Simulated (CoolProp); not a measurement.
Vapour-liquid equilibrium of CH2F2 (R32) (1) + R134a (2) at 313.6 K; x and y are mole fractions of (1).

The numbers come from the multi-fluid Helmholtz-energy mixture model, Tillner-Roth 1997 and Tillner-Roth 1994; pair parameters Lemmon 2004 in CoolProp.

```tsv
x	bubble pressure, mixture model (MPa)	bubble pressure, Raoult's law (MPa)	y, mixture model	y, Raoult's law
0.05	1.097	1.103	0.094	0.114
0.15	1.233	1.250	?	0.301
0.25	1.369	1.398	?	0.448
0.35	1.508	1.546	0.504	0.567
0.45	1.649	1.693	0.603	0.666
0.55	1.793	1.841	?	0.749
0.65	1.941	1.989	?	0.819
0.75	2.095	2.136	0.842	0.880
0.85	?	2.284	0.909	0.932
0.95	?	2.432	0.971	0.979
```

### Question
Some entries are withheld; supply them.

### Answer

- 0.15, y, mixture model: 0.256
- 0.25, y, mixture model: 0.390
- 0.55, y, mixture model: 0.690
- 0.65, y, mixture model: 0.770
- 0.85, bubble pressure, mixture model (MPa): 2.254
- 0.95, bubble pressure, mixture model (MPa): 2.420

The largest gap from Raoult's law is -2.6 % in bubble pressure, at x = 0.45. No azeotrope shows between x = 0.05 and 0.95.

Pair parameters are fitted to limited data, so mixtures are less certain than the pure fluids.
